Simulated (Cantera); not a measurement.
## Equilibrium for halide evaporation, hydrolysis and transport: MgCl₂ + O₂ + N₂ + HCl

A closed system holds: 1 mol MgCl₂, 0.39 mol O₂, 55 mol N₂, 0.086 mol HCl, at 13.3 mbar.

Method: chemical equilibrium by Gibbs-energy minimisation in Cantera with the NASA 1993 tables (ideal gas, pure condensed phases). Candidate condensed phases: H₂O, Mg, MgCl₂, MgO, Mg(OH)₂, NH₄Cl; 38 gas species. Kinetics and transport are ignored.

| T (K) | log p N₂ | log p Cl | log p MgCl₂ | log p Cl₂ | log p O₂ | log p Mg | log p NO | log p HCl | n MgO(s) |
|---|---|---|---|---|---|---|---|---|---|
| 1150 | -1.88 | -4.47 | -4.16 | -3.82 | -5.07 | <-13 | -6.97 | -4.69 | 0.708 |
| 1300 | -1.89 | -4.03 | -3.87 | -4.25 | -4.39 | <-13 | -6.15 | -4.69 | 0.433 |
| 1450 | -1.89 | -3.87 | -3.80 | -4.97 | -4.29 | -13.46 | -5.72 | -4.69 | 0.334 |
| 1600 | -1.89 | -3.79 | -3.82 | -5.66 | -4.32 | -10.97 | -5.42 | -4.70 | 0.353 |
| 1750 | -1.89 | -3.74 | -3.84 | -6.27 | -4.37 | -8.89 | -5.20 | -4.70 | 0.389 |
| 1900 | -1.89 | -3.70 | -3.87 | -6.79 | -4.44 | -7.14 | -5.02 | -4.71 | 0.422 |
| 2050 | -1.89 | -3.67 | -3.89 | -7.24 | -4.52 | -5.64 | -4.87 | -4.73 | 0.439 |
| 2200 | -1.89 | -3.63 | -3.94 | -7.59 | -4.46 | -4.41 | -4.68 | -4.79 | 0.315 |
log p: log10 of the partial pressure in bar; n: condensed amount in mol.

From 1150 K to 2200 K the condensed part is MgO(s). The main Mg-bearing gas is MgCl₂ throughout. The share of Mg in condensed phases is highest at 1150 K (70.8 %) and lowest at 2200 K (31.5 %).
